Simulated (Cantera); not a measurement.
An isothermal, constant-pressure homogeneous reactor starts with NO : N₂ = 1 : 1.3 (molar parts), at 1925 K and 1.00 atm.

Detailed kinetics in Cantera: GRI-Mech 3.0 (53 species, 325 reactions).

Task: Predict: x(NO) at 2.00 s; x(O₂) at 2.00 s; x(O) at 2.00 s; x(NO₂) at 2.00 s; x(N₂O) at 2.00 s; x(N₂) at 2.00 s.

Result: 
```
Quantity                                             Result
----------------  -----------------------------------------
x(NO) at 2.00 s       0.145 (gas-phase equilibrium 0.00623)
x(O₂) at 2.00 s         0.144 (gas-phase equilibrium 0.214)
x(O) at 2.00 s    0.000141 (gas-phase equilibrium 0.000170)
x(NO₂) at 2.00 s   0.000239 (gas-phase equilibrium 1.24e-5)
x(N₂O) at 2.00 s    9.25e-6 (gas-phase equilibrium 3.53e-7)
x(N₂) at 2.00 s         0.710 (gas-phase equilibrium 0.779)
```
